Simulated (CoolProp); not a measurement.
A closed Brayton cycle with nitrogen: compressor inlet 325.15 K and 3.6 MPa, high pressure 7.31 MPa, turbine inlet 940 K, compressor efficiency 0.8, turbine efficiency 0.85, recuperator effectiveness 0.9 (on enthalpy, no pinch check). Each further row changes one setting.

Model: reference Helmholtz-energy equation of state, Span 2000, in CoolProp.

```tsv
case	thermal efficiency (%)	net work (kJ/kg)	compressor to turbine work	compressor exit (K)	turbine exit (K)
as stated	29.9	60.4	0.61	416.9	805.4
turbine inlet 890 K	27.6	52.0	0.65	416.9	761.3
compressor inlet 335.15 K	28.7	57.3	0.63	429.6	805.4
high pressure 6.21 MPa	29.3	50.8	0.59	394.1	834.5
recuperator effectiveness 0.5	16.3	60.4	0.61	416.9	805.4
```
